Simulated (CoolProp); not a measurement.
Properties of n-perfluorobutane along the isotherm 450 K.

Computed with CoolProp (reference Helmholtz-energy equation of state, Gao 2022).

| p (kPa) | phase | cv (kJ/(kg K)) | speed of sound (m/s) | expansivity (1/kK) | fugacity coefficient |
|---|---|---|---|---|---|
| 11 | gas | 0.9456 | 127.6 | 2.230 | 0.9991 |
| 17.8 | gas | 0.9457 | 127.5 | 2.234 | 0.9986 |
| 28.8 | gas | 0.9457 | 127.4 | 2.242 | 0.9977 |
| 46.5 | gas | 0.9458 | 127.2 | 2.254 | 0.9963 |
| 75.1 | gas | 0.9459 | 127.0 | 2.274 | 0.9941 |
| 121 | gas | 0.9462 | 126.6 | 2.307 | 0.9904 |
| 196 | gas | 0.9466 | 125.9 | 2.362 | 0.9845 |
| 316 | gas | 0.9472 | 124.7 | 2.453 | 0.9751 |
| 511 | gas | 0.9483 | 122.9 | 2.614 | 0.9599 |
| 826 | gas | 0.9503 | 119.7 | 2.907 | 0.9354 |
| 1330 | gas | 0.9538 | 114.5 | 3.485 | 0.8966 |
| 2160 | gas | 0.9610 | 105.8 | 4.835 | 0.8341 |
| 3480 | supercritical | 0.9759 | 94.25 | 8.314 | 0.7398 |
